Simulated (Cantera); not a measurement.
A perfectly stirred reactor is fed with CO : H2 : O2 : N2 = 1 : 0.58 : 1.25 : 4.71 (molar parts), at 16.0 bar; it is adiabatic with a 673 K inlet, and is followed from long to short residence time, starting on the burning branch (τ in s: 0.036, 0.017, 0.008, 0.0038, 0.0018, 0.00083, 0.00039, 0.00018, 8.6e-05).

Detailed kinetics in Cantera: GRI-Mech 3.0 (53 species, 325 reactions). The hydrogen kinetics of GRI-Mech 3.0 are dated; newer H2 mechanisms differ, most at raised pressure. The pressure lies above the range GRI-Mech 3.0 was tuned for (to about 10 atm).

x: mole fraction; the columns are a selection and need not sum to one.

```csv
τ (s),T (K),x CO,x H2,x O2,x N2O,x NO2
0.036,2264,0.00140,0.000145,0.0660,1.59e-6,1.13e-5
0.017,2266,0.00150,0.000152,0.0667,1.62e-6,7.68e-6
0.0080,2267,0.00167,0.000164,0.0674,1.69e-6,4.69e-6
0.0038,2266,0.00199,___,0.0679,1.80e-6,2.80e-6
0.0018,2261,0.00261,___,0.0683,2.01e-6,1.77e-6
0.00083,2252,0.00378,___,0.0689,2.39e-6,1.24e-6
0.00039,2234,0.00574,___,0.0697,2.90e-6,9.88e-7
0.00018,2206,0.00900,___,0.0710,3.40e-6,8.01e-7
8.6e-5,2164,0.0138,___,0.0731,3.64e-6,6.11e-7
```

**Question.** Complete the blanks.

**Answer.** 
- 0.0038, x H2: 0.000187
- 0.0018, x H2: 0.000231
- 0.00083, x H2: 0.000315
- 0.00039, x H2: 0.000459
- 0.00018, x H2: 0.000698
- 8.6e-5, x H2: 0.00105
